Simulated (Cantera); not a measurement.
Mixture: CH₄ : CO : O₂ : N₂ : C₂H₆ = 1 : 0.13 : 1.72 : 6.47 : 0.014 (molar parts), equivalence ratio 1.2, at 3750 Torr, adiabatic and at constant pressure. Ignition delay is the time to a rise of 400 K.

Model: GRI-Mech 3.0 (53 species, 325 reactions), integrated in Cantera.

### Question
Predict: delay at 1150 K; delay at 1350 K; delay at 1550 K; delay at 1750 K; delay at 1950 K; apparent activation energy between 1850 and 2050 K.

### Answer
| Quantity | Result |
|---|---|
| delay at 1150 K | 17.8 ms |
| delay at 1350 K | 1.46 ms |
| delay at 1550 K | 0.168 ms |
| delay at 1750 K | 30.2 µs |
| delay at 1950 K | 9.00 µs |
| apparent activation energy between 1850 and 2050 K | 160 kJ/mol |
